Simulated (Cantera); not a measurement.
Standard-state values (1 bar) from the NASA 1993 polynomials, evaluated with Cantera. Values are per mole of reaction as written; species without (g) are pure solids or liquids, kept so even where they would boil at 1 bar.

6 HCl(g) + N₂(g) → 6 Cl(g) + 2 NH₃(g), with ΔH° = 1189.8 kJ and ΔS° = 63.7 J/K at 300 K.

Question: How far is the shortcut ΔG° ≈ ΔH°(300 K) − T·ΔS°(300 K) from the full temperature-dependent value at 873, 923, 973, 1023, 1073, 1123 K?

Answer: 
```csv
T (K),shortcut (kJ),full (kJ),difference (kJ),difference in log10 K
873,1134.2,1130.5,3.7,-0.22
923,1131.0,1126.6,4.4,-0.25
973,1127.8,1122.6,5.3,-0.28
1023,1124.7,1118.5,6.2,-0.32
1073,1121.5,1114.3,7.1,-0.35
1123,1118.3,1110.2,8.1,-0.38
```
The shortcut ignores the heat-capacity change of the reaction.
